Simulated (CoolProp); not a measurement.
The fluid at 495 K and 2.05 MPa flows at 16 m/s in a round tube of 1 mm bore and 1.5 µm roughness, fully developed (64/Re and Nu = 3.66 if laminar; Colebrook and Gnielinski if turbulent). The same conditions are run with several fluids, on thermodynamics alone (safety and materials aside).

Values from CoolProp's reference Helmholtz-energy equation of state of each fluid (c-C4F8 (RC318): Platzer 1990; isobutane: Bücker 2006; R11: Jacobsen 1992; propane: Lemmon 2009; R22: Kamei 1995). The equations of Platzer and Polt are older, rougher fits.

### Question
Rank c-C4F8 (RC318), isobutane, R11, propane, R22 by Reynolds number, highest first.

### Answer
c-C4F8 (RC318) (85700), R11 (73200), isobutane (40600), R22 (32200), propane (27400)

| fluid | Darcy friction factor | pressure drop (Pa/m) | heat-transfer coefficient (W/(m² K)) | mass flow (kg/h) |
|---|---|---|---|---|
| c-C4F8 (RC318) | 0.0240 | 341000 | 6250 | 5.01 |
| isobutane | 0.0260 | 107000 | 4980 | 1.46 |
| R11 | 0.0244 | 250000 | 3310 | 3.63 |
| propane | 0.0274 | 82300 | 3730 | 1.06 |
| R22 | 0.0268 | 155000 | 2440 | 2.05 |

Transport values come from each fluid's own correlations; those of c-C4F8 (RC318), R11, R22 are estimates that may be off by 10 % or more.
